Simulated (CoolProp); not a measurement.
Aqueous calcium chloride as a coolant, 16 % by mass, freezing at -12.3 °C, 1 atm.

Computed with CoolProp (Melinder's fits for secondary coolants).

```tsv
T (°C)	viscosity (mPa s)	cp (kJ/(kg K))	Prandtl number	conductivity (W/(m K))
-10.5	3.78	[?]	22.7	0.534
-3	2.96	[?]	17.5	0.545
4.4	[?]	3.254	13.9	0.556
11.8	1.95	3.274	11.3	0.567
19.3	1.63	3.293	9.25	0.579
26.7	1.38	3.310	7.75	0.590
34.2	1.19	[?]	6.57	0.601
```

Fill in the missing entries.


- -10.5, cp (kJ/(kg K)): 3.211
- -3, cp (kJ/(kg K)): 3.233
- 4.4, viscosity (mPa s): 2.38
- 34.2, cp (kJ/(kg K)): 3.326
